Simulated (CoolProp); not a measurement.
Vapour-liquid equilibrium of methanol (1) + water (2) at 60.7 kPa; x and y are mole fractions of (1).

Computed with CoolProp (multi-fluid Helmholtz-energy mixture model, de Reuck 1993 and Wagner 2002; pair parameters Bell 2016).

Q: Give the bubble temperature and the first vapour's composition at x = 0.2, 0.275, 0.35. Is there an azeotrope?

A: x = 0.2: 343.8 K, y = 0.559; x = 0.275: 340.5 K, y = 0.646; x = 0.35: 337.8 K, y = 0.710. No azeotrope shows between x = 0.05 and 0.95.

The pair parameters rest on a limited set of measurements; away from them the model extrapolates.
